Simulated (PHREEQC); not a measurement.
Consider water at 45 °C with 0.046 mol/kgw HF and 3.8e-05 mol/kgw Na2CO3. Closed to the air; pH follows from the charge balance.

All values are PHREEQC results (ion-association model, wateq4f.dat), not measurements.

Each row changes one thing in this solution. No solid was allowed to form.

```
case                                        pH  ionic strength (mol/kgw)  HF (mol/kgw)  F- (mol/kgw)  H2F2 (mol/kgw)  HF2- (mol/kgw)
----------------------------------------  ----  ------------------------  ------------  ------------  --------------  --------------
as made                                   2.35                   0.00483        0.0371       0.00416         0.00170        0.000662
Na2CO3 left out                           2.35                   0.00479        0.0372       0.00413         0.00170        0.000657
0.00062 mol/kgw Na2SO4 added              2.36                   0.00640        0.0370       0.00429         0.00169        0.000679
diluted 100-fold with water               3.55                  0.000287      0.000172      0.000287         3.66e-8         2.12e-7
temperature from 45 to 65 °C              2.42                   0.00410        0.0396       0.00349        0.000870        0.000608
HF replaced by HBF4 at the same molality  1.44                    0.0428        0.0148      0.000230        0.000274         1.47e-5
HF from 0.046 to 0.0092 mol/kgw           2.75                   0.00196       0.00706       0.00190         6.15e-5         5.74e-5
HF from 0.046 to 0.023 mol/kgw            2.52                   0.00327        0.0186       0.00303        0.000428        0.000242
```

wateq4f.dat counts part of the HF as a dimer, H2F2, which phreeqc.dat doesn't know; its constant is uncertain. At this temperature some constants are extrapolated from 25 °C, and those without enthalpy data are left unchanged.
